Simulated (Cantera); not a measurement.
An adiabatic, constant-pressure homogeneous reactor starts with 37.6 % CO, 2.59 % H₂, 12.5 % O₂, 47.3 % N₂, equivalence ratio 1.6, at 1273 K and 1.97 atm.

Model: GRI-Mech 3.0 (53 species, 325 reactions), integrated in Cantera.

One state of this run: T (K) = 2798; x CO = 0.204; x H₂ = 0.00289; x O₂ = 0.0127; x HO₂ = 1.91e-6; x N₂O = 4.76e-7. x: mole fraction; the columns are a selection and need not sum to one.

### Question
Which value of t (s) does it belong to?
A. 0.0108
B. 2.32e-5
C. 8.35e-6
D. 0.000180

### Answer
A, 0.0108
